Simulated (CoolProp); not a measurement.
A Linde-Hampson liquefier for normal hydrogen: isothermal reversible compression at 200 K from 1 atm to 25 MPa, throttling to 1 atm, return gas leaving the recuperator 10 K below the feed. Each further row changes one setting.

Model: reference Helmholtz-energy equation of state, Leachman 2009, in CoolProp.

```json
[
 {"case": "as stated", "compression work (kJ/kg of gas)": "4700"},
 {"case": "high pressure 50 MPa", "compression work (kJ/kg of gas)": "5450"},
 {"case": "warm-end temperature 230 K", "compression work (kJ/kg of gas)": "5390"},
 {"case": "warm-end gap 15 K", "compression work (kJ/kg of gas)": "4700"}
]
```
